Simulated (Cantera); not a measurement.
# Ignition delay

Mixture: 1.54 % CH4, 0.170 % C2H6, 0.941 % C3H8, 20.5 % O2, 76.8 % N2, equivalence ratio 0.41, at 500000 Pa, adiabatic and at constant volume. Ignition delay is the time to a rise of 400 K.

Cantera simulation using GRI-Mech 3.0 (53 species, 325 reactions); the numbers are that mechanism's predictions, not measurements. GRI-Mech 3.0 was tuned for natural gas; its chemistry of propane as a main component is partial and can be far from experiment.

```json
[
 {"T0 (K)": "1225", "delay (ms)": "1.11"},
 {"T0 (K)": "1275", "delay (ms)": "0.509"},
 {"T0 (K)": "1325", "delay (ms)": "0.246"},
 {"T0 (K)": "1375", "delay (ms)": "0.127"},
 {"T0 (K)": "1425", "delay (ms)": "0.0694"},
 {"T0 (K)": "1475", "delay (ms)": "0.0405"},
 {"T0 (K)": "1525", "delay (ms)": "0.0251"},
 {"T0 (K)": "1575", "delay (ms)": "0.0164"},
 {"T0 (K)": "1625", "delay (ms)": "0.0113"}
]
```

```yaml
apparent activation energy between 1525 and 1625 K: 160 kJ/mol
```
